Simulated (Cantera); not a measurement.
Gas mixture: 100 % N2O, at 750 Torr, frozen composition.

Cantera's kinetic-theory transport with the Lennard-Jones parameters of GRI-Mech 3.0, ideal gas; thermal conductivity in the mixture-averaged form. The composition is frozen, though it would react at the higher temperatures.

One state of this run: ρ (kg/m³) = 0.321; cp (J/kg/K) = 1359; μ (µPa s) = 56.4; λ (mW/m/K) = 105; Pr = 0.732; D (cm²/s) NO = 2.95; D (cm²/s) H2O = 3.97; D (cm²/s) H = 19.5. D: mixture-averaged diffusion coefficient of that species in the mixture.

Question: Which value of T (K) does it belong to?
(A) 400
(B) 1650
(C) 2150
(D) 650

Answer: B, 1650
